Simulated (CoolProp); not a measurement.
C2F6 (R116) along the isobar 17400 kPa: density (kg/m³) from the reference equation and from simpler models built on Tc = 293.0 K, pc = 3048 kPa, ω = 0.257; each cubic takes its own stable root.

The numbers come from the reference Helmholtz-energy equation of state, Lemmon 2006 in CoolProp. It is a short technical equation, of lower accuracy than the large ones.

```json
[
 {"T (K)": "273.2", "phase": "liquid", "reference": "1374"},
 {"T (K)": "293.5", "phase": "supercritical", "reference": "1288"},
 {"T (K)": "313.9", "phase": "supercritical", "reference": "1199"},
 {"T (K)": "334.2", "phase": "supercritical", "reference": "1108"},
 {"T (K)": "354.5", "phase": "supercritical", "reference": "1018"},
 {"T (K)": "374.8", "phase": "supercritical", "reference": "932.0"},
 {"T (K)": "395.2", "phase": "supercritical", "reference": "852.0"},
 {"T (K)": "415.5", "phase": "supercritical", "reference": "780.8"}
]
```

How far does each simpler model (van der Waals, Redlich-Kwong, Soave-Redlich-Kwong) lie from the reference over these 8 states: mean and median of the absolute difference, and the worst?


- van der Waals: mean 15.7 %, median 16.6 %, worst -26.7 % at 273.2 K and 17400 kPa
- Redlich-Kwong: mean 2.6 %, median 2.5 %, worst +5.0 % at 415.5 K and 17400 kPa
- Soave-Redlich-Kwong: mean 4.1 %, median 4.2 %, worst -5.1 % at 395.2 K and 17400 kPa
